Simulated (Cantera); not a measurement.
An adiabatic, constant-pressure homogeneous reactor starts with C₃H₈ : O₂ : N₂ = 1 : 11.1 : 41.8 (molar parts), equivalence ratio 0.45, at 1600 K and 1.00 atm. Integrator tolerance rtol = 1e-08.

Detailed kinetics in Cantera: GRI-Mech 3.0 (53 species, 325 reactions). GRI-Mech 3.0 was tuned for natural gas; its chemistry of propane as a main component is partial and can be far from experiment.

Task: What does this change do: pressure from 1.00 atm to 27.6 atm?

Result: 
```tsv
quantity	before	after
time of steepest temperature rise	33.6 µs	4.75 µs
temperature at 4.00 s	2439 K	2497 K
equilibrium temperature	2439 K	2497 K
x(C₃H₈) at 4.00 s	<1e-12 (gas-phase equilibrium <1e-12)	<1e-12 (gas-phase equilibrium <1e-12)
x(O₂) at 4.00 s	0.102 (gas-phase equilibrium 0.102)	0.102 (gas-phase equilibrium 0.102)
x(O) at 4.00 s	0.00340 (gas-phase equilibrium 0.00340)	0.000869 (gas-phase equilibrium 0.000869)
x(HO₂) at 4.00 s	5.82e-6 (gas-phase equilibrium 5.82e-6)	1.59e-5 (gas-phase equilibrium 1.59e-5)
x(CH₃) at 4.00 s	<1e-12 (gas-phase equilibrium <1e-12)	<1e-12 (gas-phase equilibrium <1e-12)
```
The pressure lies above the range GRI-Mech 3.0 was tuned for (to about 10 atm).

Task: What does this change do: pressure from 1.00 atm to 0.839 atm?

Result: 
```json
[
 {"quantity": "time of steepest temperature rise", "before": "33.6 µs", "after": "38.2 µs"},
 {"quantity": "temperature at 4.00 s", "before": "2439 K", "after": "2434 K"},
 {"quantity": "equilibrium temperature", "before": "2439 K", "after": "2434 K"},
 {"quantity": "x(C₃H₈) at 4.00 s", "before": "<1e-12 (gas-phase equilibrium <1e-12)", "after": "<1e-12 (gas-phase equilibrium <1e-12)"},
 {"quantity": "x(O₂) at 4.00 s", "before": "0.102 (gas-phase equilibrium 0.102)", "after": "0.102 (gas-phase equilibrium 0.102)"},
 {"quantity": "x(O) at 4.00 s", "before": "0.00340 (gas-phase equilibrium 0.00340)", "after": "0.00362 (gas-phase equilibrium 0.00362)"},
 {"quantity": "x(HO₂) at 4.00 s", "before": "5.82e-6 (gas-phase equilibrium 5.82e-6)", "after": "5.49e-6 (gas-phase equilibrium 5.49e-6)"},
 {"quantity": "x(CH₃) at 4.00 s", "before": "<1e-12 (gas-phase equilibrium <1e-12)", "after": "<1e-12 (gas-phase equilibrium <1e-12)"}
]
```

Task: What does this change do: constant volume in place of constant pressure?

Result: 
```csv
quantity,before,after
time of steepest temperature rise,33.6 µs,31.1 µs
temperature at 4.00 s,2439 K,2595 K
equilibrium temperature,2439 K,2595 K
x(C₃H₈) at 4.00 s,<1e-12 (gas-phase equilibrium <1e-12),<1e-12 (gas-phase equilibrium <1e-12)
x(O₂) at 4.00 s,0.102 (gas-phase equilibrium 0.102),0.0997 (gas-phase equilibrium 0.0997)
x(O) at 4.00 s,0.00340 (gas-phase equilibrium 0.00340),0.00555 (gas-phase equilibrium 0.00555)
x(HO₂) at 4.00 s,5.82e-6 (gas-phase equilibrium 5.82e-6),9.49e-6 (gas-phase equilibrium 9.49e-6)
x(CH₃) at 4.00 s,<1e-12 (gas-phase equilibrium <1e-12),<1e-12 (gas-phase equilibrium <1e-12)
```
